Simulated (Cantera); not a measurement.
Feed: 1 mol Cu2O, 6.1 mol CO, 15 mol H2, equilibrated at 2375 K and 1.00 Torr.

Cantera equilibrium calculation (NASA polynomials, part measured and part estimated; ideal gas, pure solids and liquids). Rates play no part.

| species | before | after |
|---|---|---|
| CO | 0.228 | 0.539 |
| Cu | 0.0756 | 0.191 |
| H | 0.248 | 0.104 |
| H2 | 0.411 | 0.0725 |
| CO2 | 0.00287 | 0.0423 |
| H2O | 0.0303 | 0.0332 |
| O2 | 4.02e-5 | 0.00155 |
| CuO | 1.37e-6 | 2.15e-5 |
| O | 0.00132 | 0.00818 |
| OH | 0.00325 | 0.00848 |
Gas species are given as mole fractions.

### Question
Name the change that produced these shifts.
A. pressure from 1.00 Torr to 10.0 Torr
B. H2 from 15 to 1.7 mol
C. temperature from 2375 K to 1150 K
D. H2 from 15 to 0.25 mol

### Answer
B, H2 from 15 to 1.7 mol
